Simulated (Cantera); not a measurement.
A closed system holds: 1 mol SiCl4, 0.97 mol Cl2, 19 mol H2, equilibrated at 10.0 mbar.

Method: chemical equilibrium by Gibbs-energy minimisation in Cantera with the NASA 1993 tables (ideal gas, pure condensed phases). Candidate condensed phases: Si; 19 gas species. The tables' values for SiCl3, SiCl are old estimates; treat these amounts as uncertain. Equilibrium is a limit: real reactors are often held back by kinetics, nucleation or transport.

log p: log10 of the partial pressure in bar; nothing condenses.

```csv
T (°C),log p H2,log p HCl,log p SiCl2,log p SiCl4,log p SiCl3,log p SiHCl3
900,-2.08,-2.91,-3.98,-3.57,-4.27,-4.37
950,-2.09,-2.86,-3.72,-3.75,-4.19,-4.49
1000,-2.10,-2.82,-3.57,-3.99,-4.18,-4.67
1050,-2.10,-2.79,-3.47,-4.28,-4.25,-4.89
1100,-2.11,-2.77,-3.42,(withheld),-4.35,(withheld)
1150,-2.11,-2.76,-3.39,(withheld),-4.47,(withheld)
1200,-2.11,-2.75,-3.37,-5.29,-4.60,-5.67
1250,-2.11,-2.75,-3.36,-5.62,-4.73,-5.92
1300,-2.11,-2.75,-3.36,-5.92,-4.85,-6.16
```

Task: Complete the blanks.

Result: 
- 1150, log p SiCl4: -4.96
- 1150, log p SiHCl3: -5.41
- 1100, log p SiCl4: -4.61
- 1100, log p SiHCl3: -5.15
